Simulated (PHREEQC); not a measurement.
Dissolve 56 mmol/kgw HF, 3.95 mmol/kgw NH4F, 0.04 mmol/kgw (NH4)2SiF6 and 66 mmol/kgw H3PO4 at 25 °C. Closed to the air; pH follows from the charge balance.

Computed with PHREEQC (ion-association model, phreeqc.dat).

Problem. The ionic strength comes out as 0.0238 mol/kgw. What activity coefficients do NH4+, SiF6-2, F-, H2PO4-, HF2- get?

Solution. NH4+ 0.85, SiF6-2 0.56, F- 0.86, H2PO4- 0.87, HF2- 0.86.

No solid was allowed to form. Complexes and solids missing from the database can't appear. SiF6-2 is the database's only silicon fluoride.
